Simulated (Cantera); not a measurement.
Input: 1 mol TiCl4, 4.6 mol H2O, 140 mol H2, equilibrated at 1127 °C and 54.8 Torr.

Equilibrium computed with Cantera from the NASA thermochemical tables; the gas is ideal and each condensed phase is pure. Candidate condensed phases: H2O, Ti, TiCl2, TiCl3, TiCl4, TiO, TiO2, Ti2O3, Ti3O5, Ti4O7; 23 gas species. The numbers say what is thermodynamically allowed, not how fast it happens.

Base state: H2 0.955, HCl 0.0273, H2O 0.0177, H 1.76e-5 (mole fractions); condensed: TiO2(rutile).

### Question
What changes in the equilibrium state with this change: H2O from 4.6 to 0.39 mol?

### Answer
| species | before | after |
|---|---|---|
| H2 | 0.955 | 0.980 |
| HCl | 0.0273 | 0.0154 |
| TiCl3 | 1.19e-9 | 0.00400 |
| H2O | 0.0177 | 2.52e-7 |
| TiCl2 | <1e-9 | 0.000187 |
| TiCl4 | <1e-9 | 0.000107 |
| H | 1.76e-5 | 1.78e-5 |
| TiO2(rutile), mol | 1.00 | 0 |
| TiO(s), mol | 0 | 0.390 |
The tables' values for TiCl2 are old estimates; treat these amounts as uncertain. TiO: taken at fixed stoichiometry.
